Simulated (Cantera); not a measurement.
Charge: 1 mol Si₂H₆, 0.47 mol N₂O, equilibrated at 0.140 bar.

Cantera equilibrium calculation (NASA polynomials, part measured and part estimated; ideal gas, pure solids and liquids). Candidate condensed phases: H₂O, Si, SiO₂, Si₂N₂O, Si₃N₄; 35 gas species. The feed counts by its element totals alone. Mutual solubility and eutectic melting of coexisting phases are not modelled. Gases not in the tables: Si₂H₆ and higher silanes. The numbers say what is thermodynamically allowed, not how fast it happens.

log p: log10 of the partial pressure in bar; n: condensed amount in mol.

```json
[
 {"T (K)": "1598", "log p H₂": "-0.85", "log p N₂": "-4.32", "log p SiO": "-4.32", "log p H": "-4.70", "log p SiH₂": "-6.16", "log p Si": "-7.03", "log p SiH": "-7.11", "n Si(s)": "1.06", "n Si₂N₂O(s)": "0.469", "n Si(l)": "0"},
 {"T (K)": "1623", "log p H₂": "-0.85", "log p N₂": "___", "log p SiO": "___", "log p H": "___", "log p SiH₂": "___", "log p Si": "___", "log p SiH": "___", "n Si(s)": "1.06", "n Si₂N₂O(s)": "0.468", "n Si(l)": "0"},
 {"T (K)": "1648", "log p H₂": "-0.85", "log p N₂": "-3.91", "log p SiO": "-3.91", "log p H": "-4.48", "log p SiH₂": "-5.93", "log p Si": "-6.59", "log p SiH": "-6.75", "n Si(s)": "1.06", "n Si₂N₂O(s)": "0.467", "n Si(l)": "0"},
 {"T (K)": "1673", "log p H₂": "-0.86", "log p N₂": "___", "log p SiO": "___", "log p H": "___", "log p SiH₂": "___", "log p Si": "___", "log p SiH": "___", "n Si(s)": "1.06", "n Si₂N₂O(s)": "0.466", "n Si(l)": "0"},
 {"T (K)": "1698", "log p H₂": "-0.86", "log p N₂": "-3.52", "log p SiO": "-3.52", "log p H": "-4.27", "log p SiH₂": "-5.71", "log p Si": "-6.18", "log p SiH": "-6.42", "n Si(s)": "0", "n Si₂N₂O(s)": "0.464", "n Si(l)": "1.07"},
 {"T (K)": "1723", "log p H₂": "-0.86", "log p N₂": "-3.33", "log p SiO": "-3.33", "log p H": "-4.17", "log p SiH₂": "-5.63", "log p Si": "-6.01", "log p SiH": "-6.28", "n Si(s)": "0", "n Si₂N₂O(s)": "0.460", "n Si(l)": "1.07"},
 {"T (K)": "1748", "log p H₂": "-0.86", "log p N₂": "-3.14", "log p SiO": "-3.14", "log p H": "-4.07", "log p SiH₂": "-5.55", "log p Si": "-5.84", "log p SiH": "-6.14", "n Si(s)": "0", "n Si₂N₂O(s)": "0.454", "n Si(l)": "1.08"},
 {"T (K)": "1773", "log p H₂": "-0.86", "log p N₂": "-2.96", "log p SiO": "-2.96", "log p H": "-3.98", "log p SiH₂": "-5.47", "log p Si": "-5.67", "log p SiH": "-6.01", "n Si(s)": "0", "n Si₂N₂O(s)": "0.446", "n Si(l)": "1.08"},
 {"T (K)": "1798", "log p H₂": "-0.86", "log p N₂": "-2.78", "log p SiO": "-2.78", "log p H": "-3.89", "log p SiH₂": "-5.39", "log p Si": "-5.51", "log p SiH": "-5.88", "n Si(s)": "0", "n Si₂N₂O(s)": "0.434", "n Si(l)": "1.10"}
]
```

### Question
What belongs in the gaps?

### Answer

- 1623, log p N₂: -4.11
- 1623, log p SiO: -4.11
- 1623, log p H: -4.59
- 1623, log p SiH₂: -6.04
- 1623, log p Si: -6.81
- 1623, log p SiH: -6.93
- 1673, log p N₂: -3.72
- 1673, log p SiO: -3.72
- 1673, log p H: -4.37
- 1673, log p SiH₂: -5.81
- 1673, log p Si: -6.38
- 1673, log p SiH: -6.58
